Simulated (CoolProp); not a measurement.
n-butane along the isotherm 213.55 °C: Z from the reference equation and from simpler models built on Tc = 152.0 °C, pc = 37.96 bar, ω = 0.201; each cubic takes its own stable root.

Computed with CoolProp (reference Helmholtz-energy equation of state, Bücker 2006).

```tsv
p (bar)	phase	reference
0.3	gas	0.9983
0.467	gas	0.9974
0.728	gas	0.9960
1.13	gas	0.9937
1.76	gas	0.9902
2.75	gas	0.9847
4.28	gas	0.9760
6.66	gas	0.9623
10.4	gas	0.9402
16.1	gas	0.9052
25.1	gas	0.8465
39.1	supercritical	0.7460
60.9	supercritical	0.5768
94.9	supercritical	0.4768
```

Question: How far does each simpler model (Redlich-Kwong, Soave-Redlich-Kwong, Peng-Robinson) lie from the reference over these 14 states: mean and median of the absolute difference, and the worst?

Answer: 
- Redlich-Kwong: mean 1.0 %, median 0.3 %, worst +5.3 % at 213.55 °C and 94.9 bar
- Soave-Redlich-Kwong: mean 1.5 %, median 0.0 %, worst +13.5 % at 213.55 °C and 94.9 bar
- Peng-Robinson: mean 1.0 %, median 0.4 %, worst +5.3 % at 213.55 °C and 94.9 bar
